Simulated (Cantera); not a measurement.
A perfectly stirred reactor is fed with H₂ : O₂ : N₂ : H₂O = 1.3 : 0.357 : 1.34 : 0.24 (molar parts), equivalence ratio 1.8, at 7500 Torr; it is adiabatic with a 450 K inlet, and is followed from long to short residence time, starting on the burning branch (τ in s: 0.031, 0.014, 0.006, 0.0026, 0.0012, 0.00051, 0.00022, 9.9e-05, 4.4e-05, 1.9e-05, 8.5e-06).

Model: the H2/O2 subset of GRI-Mech 3.0, which has no nitrogen chemistry, integrated in Cantera. The hydrogen kinetics of GRI-Mech 3.0 are dated; newer H2 mechanisms differ, most at raised pressure.

Problem. Predict: blow-out, bracketed by the residence times tried; x(H₂) at τ = 31.0 ms; x(O₂) at τ = 31.0 ms; x(H₂O) at τ = 31.0 ms; x(H) at τ = 31.0 ms; x(HO₂) at τ = 31.0 ms; x(H₂) at τ = 0.510 ms; x(O₂) at τ = 0.510 ms; x(H₂O) at τ = 0.510 ms; x(H) at τ = 0.510 ms; x(HO₂) at τ = 0.510 ms.

Solution. 
```json
{
  "blow_out_bracketed_by_the_residence_times_tried": "burning at 8.50 µs, the shortest tried",
  "x(H₂) at τ = 31.0 ms": "0.203",
  "x(O₂) at τ = 31.0 ms": "3.06e-5",
  "x(H₂O) at τ = 31.0 ms": "0.331",
  "x(H) at τ = 31.0 ms": "0.000714",
  "x(HO₂) at τ = 31.0 ms": "2.97e-8",
  "x(H₂) at τ = 0.510 ms": "0.202",
  "x(O₂) at τ = 0.510 ms": "0.000353",
  "x(H₂O) at τ = 0.510 ms": "0.329",
  "x(H) at τ = 0.510 ms": "0.00406",
  "x(HO₂) at τ = 0.510 ms": "1.35e-6"
}
```
